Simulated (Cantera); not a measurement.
Input: 1 mol Pb, 1.2 mol O₂, 12 mol H₂, held at 1523 K and 0.00160 bar.

Method: chemical equilibrium by Gibbs-energy minimisation in Cantera with the NASA 1993 tables (ideal gas, pure condensed phases). Candidate condensed phases: H₂O, Pb, PbO, PbO₂, Pb₃O₄; 12 gas species. The numbers say what is thermodynamically allowed, not how fast it happens.

Base state: H₂ 0.738, H₂O 0.185, Pb 0.0769, H 0.000496 (mole fractions); condensed: gas only.

**Question.** What changes in the equilibrium state with this change: temperature from 1523 K to 650 K?

**Answer.** 
```
species       before    after
----------  --------  -------
H₂             0.738    0.800
H₂O            0.185    0.200
Pb            0.0769  5.85e-8
H           0.000496    <1e-9
Pb(l), mol         0    1.000
```
